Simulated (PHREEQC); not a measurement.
1.6 g of hydrous ferric oxide (600 m²/g; 0.2 weak and 0.005 strong sites per Fe, Dzombak-Morel constants, diffuse double layer) in 1 kg of water with 0.3 mol/kgw of an inert sodium salt and 0.0011 mol PbCl2, at 25 °C; the pH is set by adding NaOH or the inert anion's acid. Oxygen is held at 0.21 atm. CO2 from the air is kept out. Nothing may precipitate in this run.

Equilibrium calculation in PHREEQC: ion-association model, wateq4f.dat.

**Question.** Predict surface charge σ (C/m²) at pH = 5.33, 6.67, 8, 10.67.

**Answer.** 
| pH | surface charge σ (C/m²) |
|---|---|
| 5.33 | 0.250 |
| 6.67 | 0.133 |
| 8 | 0.045 |
| 10.67 | -0.102 |

Along this series the solution becomes supersaturated in solids that the run did not let form, among them Pb(OH)2. Complexes and solids missing from the database can't appear.
